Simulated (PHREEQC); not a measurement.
Consider water at 78 °C with 0.0072 mol HF, 0.0005 mol NaF and 0.0068 mol H2SiF6 per kg of water. Closed to the air; pH follows from the charge balance.

The numbers come from PHREEQC with the ion-association model, wateq4f.dat.

| quantity | before | after |
|---|---|---|
| pH | 2.05 | 3.03 |
| ionic strength (mol/kgw) | 0.0156 | 0.00103 |
| HF (mol/kgw) | 0.0177 | 0.00376 |
| F- (mol/kgw) | 0.000539 | 0.000985 |
| H2F2 (mol/kgw) | 0.000102 | 4.58e-6 |
| HF2- (mol/kgw) | 4.13e-5 | 1.60e-5 |

Problem. Name the change that produced these shifts.
A) NaF from 0.0005 to 0.001 mol/kgw
B) H2SiF6 replaced by NH4F at the same molality
C) temperature from 78 to 60 °C
D) HF left out
E) diluted 10-fold with water

Solution. E, diluted 10-fold with water

This is a speciation only: nothing precipitates in the calculation. Some of these states are supersaturated (in Quartz (slow to form), Chalcedony (slow to form), for instance). Constants without temperature data keep their 25 °C values here. SiF6-2 is the database's only silicon fluoride.
